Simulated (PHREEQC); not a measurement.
A solution holds 0.0024 mol/kgw TMAH, 0.012 mol/kgw K2SiO3 and 0.00037 mol/kgw NaHF2, at 25 °C. Closed to the air; pH follows from the charge balance.

Equilibrium calculation in PHREEQC: ion-association model, phreeqc.dat.

```
Property                   Value
----------------  --------------
pH                         12.03
ionic strength    0.0280 mol/kgw
total alkalinity     26.0 meq/kg
```

```tsv
species	molality	activity	log γ
K+	0.0240	0.0204	-0.071
OH-	0.0129	0.0109	-0.072
H3SiO4-	0.0107	0.00912	-0.070
(CH3)4N+	0.00240	0.00204	-0.070
H2SiO4-2	0.00123	0.000669	-0.263
F-	0.000740	0.000628	-0.072
Na+	0.000370	0.000317	-0.067
H4SiO4	5.70e-5	5.74e-5	0.003
NaF	1.14e-7	1.14e-7	0.003
```

This is a speciation only: nothing precipitates in the calculation. (CH3)4N+ isn't in the database: it is added as a free cation with an ion size of 4 Å. SiF6-2 is the database's only silicon fluoride.
